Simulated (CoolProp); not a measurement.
Vapour-liquid equilibrium of toluene (1) + n-decane (2) at 5.92 kPa; x and y are mole fractions of (1).

Model: multi-fluid Helmholtz-energy mixture model, Lemmon 2006 and Lemmon 2006; pair parameters Bell 2016, in CoolProp.

Task: Give the bubble temperature and the first vapour's composition at x = 0.35, 0.45, 0.75. Is there an azeotrope?

Result: x = 0.35: 324.6 K, y = 0.894; x = 0.45: 320.1 K, y = 0.929; x = 0.75: 311.9 K, y = 0.977. No azeotrope shows between x = 0.05 and 0.95.

Pair parameters are fitted to limited data, so mixtures are less certain than the pure fluids.
